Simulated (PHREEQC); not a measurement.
Dissolve 0.14 mol NiCl2 and 0.07 mol H3BO3 per kg of water at 25 °C. Closed to the air; pH follows from the charge balance.

All values are PHREEQC results (ion-association model, wateq4f.dat), not measurements.

Precipitation was switched off in this run.

### Question
Order these Ni species by the share of Ni that they hold, largest first: NiCl2, NiCl+, Ni+2.

### Answer
Ni+2 (82 %), NiCl+ (13 %), NiCl2 (5.3 %)

### Question
Order these Cl species by the share of Cl that they hold, largest first: Cl-, NiCl2, NiCl+.

### Answer
Cl- (88 %), NiCl+ (6.6 %), NiCl2 (5.3 %)

The pH is 5.11 and the ionic strength 0.361 mol/kgw. Species that the database lacks are ignored.
